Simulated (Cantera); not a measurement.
Input: 1 mol CH3SiCl3, 1200 mol H2, 0.041 mol C2H4, at 2400 °C and 0.00133 bar.

Equilibrium computed with Cantera from the NASA thermochemical tables; the gas is ideal and each condensed phase is pure. Candidate condensed phases: C, C6H6, C7H8, C8H18, Si, SiC; 109 gas species. The feed counts by its element totals alone. Kinetics and transport are ignored.

Base state: H 0.728, H2 0.269, Cl 0.00103, HCl 0.000548, Si 0.000521, C 0.000171, C2H2 (acetylene) 0.000127, C2H 3.46e-5 (mole fractions); condensed: gas only.

Task: What changes in the equilibrium state with this change: temperature from 2400 °C to 1277 °C?

Result: 
```tsv
species	before	after
H2	0.269	0.997
HCl	0.000548	0.00249
H	0.728	0.000861
Si	0.000521	2.19e-7
C	0.000171	<1e-9
C2H	3.46e-5	<1e-9
C3	1.50e-5	<1e-9
Cl	0.00103	1.72e-6
C2H2 (acetylene)	0.000127	1.60e-5
C(graphite), mol	0	0.0408
SiC(s), mol	0	0.999
```
